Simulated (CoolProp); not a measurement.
Vapour-liquid equilibrium of n-pentane (1) + benzene (2) at 1.07 MPa; x and y are mole fractions of (1).

Computed with CoolProp (multi-fluid Helmholtz-energy mixture model, Thol 2019 and Thol 2012; pair parameters Bell 2016).

| x | bubble temperature (K) | y at the bubble point | dew temperature at overall composition x (K) | liquid density (mol/L) |
|---|---|---|---|---|
| 0.05 | 449.7 | 0.123 | 453.2 | 8.700 |
| 0.2 | 436.1 | 0.388 | 445.9 | 8.451 |
| 0.35 | 426.4 | 0.560 | 438.1 | 8.159 |
| 0.5 | 419.0 | 0.686 | 429.8 | 7.854 |
| 0.65 | 412.9 | 0.789 | 421.1 | 7.550 |
| 0.8 | 407.7 | 0.882 | 412.3 | 7.257 |
| 0.95 | 403.0 | 0.970 | 404.0 | 6.979 |

No azeotrope shows between x = 0.05 and 0.95.

The pair parameters rest on a limited set of measurements; away from them the model extrapolates.
